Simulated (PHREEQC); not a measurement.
Model water analysis in mmol/kgw, 25 °C, pH 6.78, pe 10.5:

```
constituent           mmol/kgw
--------------------  --------
Na                         152
K                         8.58
Ca                        3.82
Mg                        11.2
Cl                         179
S(6)                     0.682
Alkalinity (meq/kgw)     0.631
Br                      0.0825
Cu(2)                   0.0355
Zn                        1.67
B                       0.0433
```

Valence states are taken as typed.

Equilibrium calculation in PHREEQC: ion-association model, wateq4f.dat.

```json
{
 "ionic_strength": "0.203 mol/kgw",
 "activity_of_water": "0.994",
 "charge_balance_error": "3.5 %"
}
```

| species | molality | activity | log γ |
|---|---|---|---|
| Cl- | 0.179 | 0.127 | -0.148 |
| Na+ | 0.152 | 0.113 | -0.129 |
| Mg+2 | 0.0111 | 0.00378 | -0.466 |
| K+ | 0.00857 | 0.00609 | -0.148 |
| Ca+2 | 0.00378 | 0.00121 | -0.495 |
| Zn+2 | 0.00137 | 0.000446 | -0.487 |
| HCO3- | 0.000495 | 0.000369 | -0.128 |
| SO4-2 | 0.000432 | 0.000125 | -0.537 |
| ZnCl+ | 0.000213 | 0.000152 | -0.144 |
| CO2 | 0.000132 | 0.000139 | 0.020 |
| MgSO4 | 0.000106 | 0.000111 | 0.020 |

Precipitation was switched off in this run. The solution is supersaturated, for example in Atacamite, Malachite, so a real one may precipitate; this is no full list. Complexes and solids missing from the database can't appear. The database's constant for dissolved Cu(OH)2 is higher than later reviews accept.
